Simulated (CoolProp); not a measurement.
The fluid at 298.15 K and 4.99 MPa flows at 0.54 m/s in a round tube of 10 mm bore and 15 µm roughness, fully developed (64/Re and Nu = 3.66 if laminar; Colebrook and Gnielinski if turbulent). The same conditions are run with several fluids, on thermodynamics alone (safety and materials aside).

Model: reference Helmholtz-energy equation of state of each fluid (methane: Setzmann 1991; nitrogen: Span 2000; CF4 (R14): Platzer 1990; C2F6 (R116): Lemmon 2006), in CoolProp. The equations of Platzer and Polt are older, rougher fits.

```csv
fluid,Reynolds number,Darcy friction factor,pressure drop (Pa/m),heat-transfer coefficient (W/(m² K)),mass flow (kg/h)
methane,15700,0.0302,15.5,191,5.37
nitrogen,16400,0.0299,24.7,140,___
CF4 (R14),___,0.0251,___,317,___
C2F6 (R116),___,0.0245,354,1410,151
```

### Question
What belongs in the gaps?

### Answer

- nitrogen, mass flow (kg/h): 8.64
- CF4 (R14), Reynolds number: 54300
- CF4 (R14), pressure drop (Pa/m): 79.0
- CF4 (R14), mass flow (kg/h): 33.0
- C2F6 (R116), Reynolds number: 68400

Transport values come from each fluid's own correlations; those of CF4 (R14), C2F6 (R116) are estimates that may be off by 10 % or more.
